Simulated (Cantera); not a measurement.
An isothermal, constant-pressure homogeneous reactor starts with H2 : O2 : N2 = 3.2 : 1 : 3.6 (molar parts), at 1300 K and 518 Torr.

Computed with Cantera and the H2/O2 subset of GRI-Mech 3.0, which has no nitrogen chemistry. The temperature is held fixed by assumption; the heat of reaction is taken as removed at once.

x: mole fraction; the columns are a selection and need not sum to one.

```json
[
 {"t (s)": "0.000900", "x H2": "0.174", "x O2": "2.03e-6", "x O": "2.29e-6", "x H2O": "0.293", "x H": "0.00434", "x OH": "9.54e-5", "x HO2": "3.00e-9"},
 {"t (s)": "0.00200", "x H2": "0.175", "x O2": "3.91e-7", "x O": "4.32e-7", "x H2O": "0.294", "x H": "0.00190", "x OH": "4.15e-5", "x HO2": "7.02e-10"},
 {"t (s)": "0.00446", "x H2": "0.176", "x O2": "7.95e-8", "x O": "8.43e-8", "x H2O": "0.294", "x H": "0.000841", "x OH": "1.83e-5", "x HO2": "1.73e-10"},
 {"t (s)": "0.00993", "x H2": "0.176", "x O2": "1.65e-8", "x O": "1.68e-8", "x H2O": "0.294", "x H": "0.000376", "x OH": "8.19e-6", "x HO2": "4.13e-11"},
 {"t (s)": "0.0221", "x H2": "0.176", "x O2": "3.41e-9", "x O": "3.36e-9", "x H2O": "0.294", "x H": "0.000168", "x OH": "3.66e-6", "x HO2": "9.22e-12"},
 {"t (s)": "0.0492", "x H2": "0.176", "x O2": "6.99e-10", "x O": "6.76e-10", "x H2O": "0.294", "x H": "7.55e-5", "x OH": "1.64e-6", "x HO2": "1.92e-12"},
 {"t (s)": "0.110", "x H2": "0.176", "x O2": "1.42e-10", "x O": "1.36e-10", "x H2O": "0.294", "x H": "___", "x OH": "___", "x HO2": "<1e-12"},
 {"t (s)": "0.244", "x H2": "0.176", "x O2": "2.89e-11", "x O": "2.75e-11", "x H2O": "0.294", "x H": "1.52e-5", "x OH": "3.31e-7", "x HO2": "<1e-12"},
 {"t (s)": "0.544", "x H2": "0.176", "x O2": "5.85e-12", "x O": "5.56e-12", "x H2O": "0.294", "x H": "___", "x OH": "___", "x HO2": "<1e-12"},
 {"t (s)": "1.21", "x H2": "0.176", "x O2": "1.20e-12", "x O": "1.14e-12", "x H2O": "0.294", "x H": "3.10e-6", "x OH": "6.76e-8", "x HO2": "<1e-12"},
 {"t (s)": "2.69", "x H2": "0.176", "x O2": "<1e-12", "x O": "<1e-12", "x H2O": "0.294", "x H": "1.45e-6", "x OH": "3.17e-8", "x HO2": "<1e-12"},
 {"t (s)": "6.00", "x H2": "0.176", "x O2": "<1e-12", "x O": "<1e-12", "x H2O": "0.294", "x H": "7.81e-7", "x OH": "1.70e-8", "x HO2": "<1e-12"}
]
```

What belongs in the gaps?


- 0.110, x H: 3.39e-5
- 0.110, x OH: 7.38e-7
- 0.544, x H: 6.85e-6
- 0.544, x OH: 1.49e-7
